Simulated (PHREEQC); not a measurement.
Consider water at 25 °C with 6.1 mmol/kgw Na2HAsO4 and 15 mmol/kgw HCl. Closed to the air; pH follows from the charge balance.

Equilibrium calculation in PHREEQC: ion-association model, wateq4f.dat.

```tsv
quantity	before	after
pH	2.27	9.09
ionic strength (mol/kgw)	0.0182	0.0183
H2AsO4- (mol/kgw)	0.00317	4.69e-5
HAsO4-2 (mol/kgw)	6.13e-8	0.00602
```

Question: Which change was made?
A. temperature from 25 to 50 °C
B. HCl left out
C. Na2HAsO4 from 0.0061 to 0.00122 mol/kgw
D. temperature from 25 to 55 °C
E. HCl from 0.015 to 0.0165 mol/kgw

Answer: B, HCl left out

No solid was allowed to form.
